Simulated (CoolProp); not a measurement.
Vapour-liquid equilibrium of fluoroethane (R161) (1) + R227EA (2) at 0.0213 MPa; x and y are mole fractions of (1).

Model: multi-fluid Helmholtz-energy mixture model, Wu 2012 and Lemmon 2016; pair parameters Bell 2016, in CoolProp.

```csv
x,bubble temperature (°C),y at the bubble point,dew temperature at overall composition x (°C),liquid density (mol/L)
0.05,-47.5,0.065,-47.4,9.938
0.125,-48.2,0.189,-47.8,10.34
0.2,-49.4,0.331,-48.3,10.78
0.275,-51.1,[?],-48.9,11.25
0.35,-53.0,0.599,-49.6,11.76
0.425,-55.1,0.704,-50.5,12.29
0.5,-57.1,0.786,-51.5,12.86
0.575,-59.0,0.848,-52.6,13.47
0.65,-60.8,0.894,-54.0,14.12
0.725,[?],0.928,-55.6,14.81
0.8,-63.7,0.954,-57.5,15.55
0.875,-64.9,0.975,-60.0,[?]
0.95,-66.0,0.991,-63.4,17.22
```

**Question.** Fill in the missing entries.

**Answer.** 
- 0.275, y at the bubble point: 0.472
- 0.725, bubble temperature (°C): -62.3
- 0.875, liquid density (mol/L): 16.35

No azeotrope shows between x = 0.05 and 0.95.

Pair parameters are fitted to limited data, so mixtures are less certain than the pure fluids.
